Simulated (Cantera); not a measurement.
Input: 1 mol SiH₂Cl₂, 0.31 mol O₂, 5.5 mol N₂, equilibrated at 725 °C and 240 Pa.

Method: chemical equilibrium by Gibbs-energy minimisation in Cantera with the NASA 1993 tables (ideal gas, pure condensed phases). Candidate condensed phases: H₂O, NH₄Cl, Si, SiO₂, Si₂N₂O, Si₃N₄; 47 gas species. N₂ is the only nitrogen source here; it is nearly inert below about 1500 K, so the nitride shown seldom forms there in practice. The numbers say what is thermodynamically allowed, not how fast it happens.

Base state: N₂ 0.719, HCl 0.270, H₂ 0.00704, SiCl₄ 0.00352 (mole fractions); condensed: SiO₂(β-quartz) + Si₂N₂O(s).

Problem. What changes in the equilibrium state with this change: SiH₂Cl₂ replaced by SiF₄?

Solution. 
```json
[
 {"species": "N₂", "before": "0.719", "after": "0.808"},
 {"species": "SiF₄", "before": "0", "after": "0.147"},
 {"species": "O₂", "before": "<1e-9", "after": "0.0455"},
 {"species": "HCl", "before": "0.270", "after": "0"},
 {"species": "H₂", "before": "0.00704", "after": "0"},
 {"species": "SiCl₄", "before": "0.00352", "after": "0"},
 {"species": "NO", "before": "<1e-9", "after": "1.44e-5"},
 {"species": "SiO₂(β-quartz), mol", "before": "0.0883", "after": "0"},
 {"species": "Si₂N₂O(s), mol", "before": "0.443", "after": "0"}
]
```

Problem. What changes in the equilibrium state with this change: SiH₂Cl₂ replaced by HMDSO?

Solution. 
```csv
species,before,after
H₂,0.00704,0.650
N₂,0.719,0.336
CO,0,0.0141
HCl,0.270,0
SiCl₄,0.00352,0
CH₄,0,9.90e-5
"SiO₂(β-quartz), mol",0.0883,0.284
"Si₂N₂O(s), mol",0.443,0.858
"C(graphite), mol",0,5.80
```
The feed counts by its element totals alone. Further candidate phases: C, C₆H₆, C₇H₈, C₈H₁₈, SiC.

Problem. What changes in the equilibrium state with this change: temperature from 725 °C to 1125 °C?

Solution. 
```
species               before     after
-------------------  -------  --------
N₂                     0.719     0.721
HCl                    0.270     0.257
H₂                   0.00704    0.0131
SiCl₂                4.78e-8   0.00290
SiCl₄                0.00352   0.00384
SiO                    <1e-9  0.000409
H                    3.68e-9   1.11e-5
Cl                   1.32e-7  0.000179
SiCl₃                2.62e-6   0.00161
SiHCl₃               6.35e-7   1.37e-5
SiO₂(β-quartz), mol   0.0883    0.0987
Si₂N₂O(s), mol         0.443     0.420
```
Mutual solubility and eutectic melting of coexisting phases are not modelled. The tables' values for SiCl₃ are old estimates; treat these amounts as uncertain. The tables hold silica as quartz up to 1696 K and as liquid above; real silica turns to tridymite and cristobalite and melts near 1996 K.
